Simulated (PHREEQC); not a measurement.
# Metal-bearing waste water: an equilibrium model

Solution (28 °C): 0.0196 mol Pb(NO3)2, 5e-05 mol HCl and 0.0076 mol Na2SO4 per kg of water. Closed to the air; pH follows from the charge balance.

All values are PHREEQC results (ion-association model, phreeqc.dat), not measurements.

This is a speciation only: nothing precipitates in the calculation.

Task: What pH, ionic strength, density does the model give?

Result: pH 4.39; ionic strength 0.0587 mol/kgw; density 1.003 g/cm³.

Task: In which forms is Pb present?

Result: Pb+2 64 %, PbSO4 21 %, PbNO3+ 15 % of the Pb.

The solution is supersaturated, for example in Anglesite, so a real one may precipitate; this is no full list. Complexes and solids missing from the database can't appear.
